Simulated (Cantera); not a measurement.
A freely propagating, adiabatic, planar premixed flame of CH4 : O2 : N2 = 1 : 2.94 : 8.82 (molar parts), unburnt at 373 K and 0.600 bar; mixture-averaged transport, grid criteria slope 0.08 and curve 0.16, no radiation.

Computed with Cantera and GRI-Mech 3.0 (53 species, 325 reactions). Burning velocities carry a grid error of a few per cent, more on coarse grids.

Task: Predict: laminar burning velocity; thermal thickness; peak x(CO); peak x(O); peak x(CH2CO).

Result: 
| Property | Value |
|---|---|
| laminar burning velocity | 56.8 cm/s |
| thermal thickness | 0.619 mm |
| peak x(CO) | 0.0363 |
| peak x(O) | 0.00571 |
| peak x(CH2CO) | 4.57e-5 |
